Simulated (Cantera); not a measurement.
What does this Cantera script print?

```python
import numpy as np
import cantera as ct

gas_names = [...]  # 139 gases of nasa_gas.yaml made of C, Cu, H, N, O
cond_names = """
    C(gr) C6H6(L) C7H8(L) C8H18(L),n-octa Cu(cr) Cu(L) CuO(s) CuO2H2(s) Cu2O(s) Cu2O(L) H2O(s) H2O(L)
""".split()


# ... load() reads the species with a 1 bar reference pressure and builds the phases ...
atoms = {
    'Cu': {'Cu': 1},
    'NH3': {'N': 1, 'H': 3},
    'CO': {'C': 1, 'O': 1},
    'H2O': {'H': 2, 'O': 1},
}
top_T = {'C(gr)': 4500, 'CuO(s)': 1390}  # K; cautious upper limits of use, not melting points


# ... equilibrate(T, P, feed) seeds the gas with the atoms and calls Mixture.equilibrate('TP', solver="vcs", rtol=1e-11, max_steps=5000) ...
results = []
feed = {'Cu': 1, 'NH3': 0.1, 'CO': 0.81, 'H2O': 0.47}  # mol
P = 133.322  # Pa
for T in [873, 923, 973, 1023, 1073, 1123, 1173, 1223, 1273, 1323, 1373, 1423, 1473, 1523]:
    mix = equilibrate(T, P, feed)
    results.append((T, P, feed, dict(zip(mix.species_names, mix.species_moles))))

top = {s: max(r[3][s] / sum(r[3][g] for g in gas_names) for r in results) for s in gas_names}
cols = sorted((s for s in top if top[s] > 0.0001), key=lambda s: -top[s])[:9]
seen = [c for c in cond_names if any(r[3].get(c, 0) > 1e-12 for r in results)]
print("log10 of partial pressures in bar; condensed amounts in mol")
print(f"{'T/K':>10s}" + "".join(f"{s[:9]:>10s}" for s in cols + seen))
for T, P, feed, n in results:
    ng = sum(n[g] for g in gas_names)
    print(f"{T:10.4g}" + "".join(f"{np.log10(max(n[s] / ng * P / 1e5, 1e-99)):10.3f}" for s in cols)
          + "".join(f"{n.get(c, 0):10.4g}" for c in seen))
```

It prints:

```
log10 of partial pressures in bar; condensed amounts in mol
       T/K        CO        H2       CO2       H2O        N2        Cu         H    Cu(cr)     Cu(L)
       873    -3.372    -3.356    -3.516    -3.927    -4.346   -13.344   -12.008         1         0
       923    -3.355    -3.373    -3.540    -3.869    -4.346   -12.261   -11.298         1         0
       973    -3.340    -3.390    -3.564    -3.822    -4.346   -11.290   -10.661         1         0
      1023    -3.327    -3.405    -3.588    -3.782    -4.346   -10.415   -10.086         1         0
      1073    -3.315    -3.420    -3.610    -3.750    -4.346    -9.623    -9.563         1         0
      1123    -3.304    -3.433    -3.632    -3.722    -4.346    -8.902    -9.087         1         0
      1173    -3.295    -3.446    -3.652    -3.698    -4.346    -8.243    -8.652         1         0
      1223    -3.287    -3.458    -3.671    -3.678    -4.346    -7.639    -8.251         1         0
      1273    -3.280    -3.469    -3.689    -3.660    -4.346    -7.084    -7.881    0.9999         0
      1323    -3.273    -3.479    -3.707    -3.644    -4.346    -6.571    -7.539    0.9997         0
      1373    -3.268    -3.489    -3.723    -3.631    -4.347    -6.102    -7.222         0    0.9991
      1423    -3.263    -3.499    -3.739    -3.619    -4.347    -5.679    -6.927         0    0.9977
      1473    -3.259    -3.508    -3.754    -3.610    -4.348    -5.286    -6.652         0    0.9942
      1523    -3.257    -3.518    -3.770    -3.602    -4.350    -4.919    -6.395         0    0.9865
```

Cantera equilibrium calculation (NASA polynomials, part measured and part estimated; ideal gas, pure solids and liquids).
